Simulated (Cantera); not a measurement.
A Cantera script and its output.

```python
import numpy as np
import cantera as ct

gas = ct.Solution("gri30.yaml", transport_model="multicomponent")
show = ['H2O', 'NH3', 'H2']

rows = []
print(f"{'T/K':>7s}{'rho':>11s}{'cp':>10s}{'mu':>11s}{'lambda':>11s}{'Pr':>7s}" + "".join(f"{'D_' + s:>11s}" for s in show))
for T in [400, 650, 900, 1150, 1400, 1650, 1900]:
    gas.TPX = T, 520000, {'CH4': 0.33, 'C2H6': 0.46, 'H2': 0.99}
    Pr = gas.cp_mass * gas.viscosity / gas.thermal_conductivity
    D = [gas.mix_diff_coeffs_mole[gas.species_index(s)] for s in show]
    rows.append([gas.density, gas.cp_mass, gas.viscosity, gas.thermal_conductivity, Pr, *D])
    print(f"{T:7g}{gas.density:11.4e}{gas.cp_mass:10.1f}{gas.viscosity:11.4e}"
          f"{gas.thermal_conductivity:11.4e}{Pr:7.3f}" + "".join(f"{d:11.4e}" for d in D))
print("SI units: kg/m3, J/kg/K, Pa s, W/m/K, m2/s")
```

Output:

```
    T/K        rho        cp         mu     lambda     Pr      D_H2O      D_NH3       D_H2
    400 1.8554e+00    3424.2 1.3615e-05 1.0229e-01  0.456 1.0679e-05 1.0269e-05 2.0221e-05
    650 1.1418e+00    4304.2 1.9832e-05 1.6370e-01  0.521 2.6696e-05 2.5369e-05 4.6075e-05
    900 8.2461e-01    4992.9 2.5045e-05 2.2632e-01  0.553 4.8074e-05 4.5385e-05 7.9422e-05
   1150 6.4534e-01    5545.2 2.9651e-05 2.8858e-01  0.570 7.4015e-05 6.9605e-05 1.1943e-04
   1400 5.3010e-01    5964.7 3.3846e-05 3.4970e-01  0.577 1.0403e-04 9.7591e-05 1.6555e-04
   1650 4.4979e-01    6286.8 3.7740e-05 4.0872e-01  0.581 1.3778e-04 1.2905e-04 2.1737e-04
   1900 3.9060e-01    6534.7 4.1405e-05 4.6541e-01  0.581 1.7505e-04 1.6377e-04 2.7460e-04
SI units: kg/m3, J/kg/K, Pa s, W/m/K, m2/s
```

Detailed kinetics in Cantera: GRI-Mech 3.0 (53 species, 325 reactions). The composition is frozen, though it would react at the higher temperatures.
